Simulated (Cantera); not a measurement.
Feed: 1 mol CH3Cl, 0.23 mol F2, at 3050 K and 240 Torr.

These are equilibrium values from Cantera (NASA tables, ideal gas, pure condensed phases), not measurements of a reactor. Candidate condensed phases: C, C6H6, C7H8, C8H18; 118 gas species. The tables' values for CCl are old estimates; treat these amounts as uncertain. Kinetics and transport are ignored.

Base state: HCl 0.267, H2 0.253, HF 0.176, H 0.163, Cl 0.117, C2H2 (acetylene) 0.0182, C2H 0.00216, C3 0.00165 (mole fractions); condensed: C(graphite).

### Question
What changes in the equilibrium state with this change: temperature from 3050 K to 2675 K?

### Answer
```csv
species,before,after
HCl,0.267,0.384
H2,0.253,0.318
HF,0.176,0.196
H,0.163,0.0515
Cl,0.117,0.0433
C2H2 (acetylene),0.0182,0.00684
C5,3.50e-5,1.19e-7
C2,0.000169,1.87e-6
C3,0.00165,1.97e-5
C,0.000253,4.92e-6
"C(graphite), mol",0.870,0.966
```

### Question
What changes in the equilibrium state with this change: temperature from 3050 K to 998.15 K?

### Answer
```json
[
 {"species": "HCl", "before": "0.267", "after": "0.450"},
 {"species": "H2", "before": "0.253", "after": "0.339"},
 {"species": "HF", "before": "0.176", "after": "0.207"},
 {"species": "H", "before": "0.163", "after": "2.22e-9"},
 {"species": "Cl", "before": "0.117", "after": "2.75e-9"},
 {"species": "C2H2 (acetylene)", "before": "0.0182", "after": "<1e-9"},
 {"species": "C2H", "before": "0.00216", "after": "<1e-9"},
 {"species": "C3", "before": "0.00165", "after": "<1e-9"},
 {"species": "F", "before": "0.000768", "after": "<1e-9"},
 {"species": "C4H2", "before": "0.000544", "after": "<1e-9"},
 {"species": "C(graphite), mol", "before": "0.870", "after": "0.992"}
]
```

### Question
What changes in the equilibrium state with this change: temperature from 3050 K to 2423.15 K?

### Answer
```
species             before    after
----------------  --------  -------
HCl                  0.267    0.424
H2                   0.253    0.336
HF                   0.176    0.203
H                    0.163   0.0182
Cl                   0.117   0.0163
C2H2 (acetylene)    0.0182  0.00260
C5                 3.50e-5    <1e-9
C2                0.000169  4.10e-8
C3                 0.00165  4.52e-7
C(graphite), mol     0.870    0.988
```
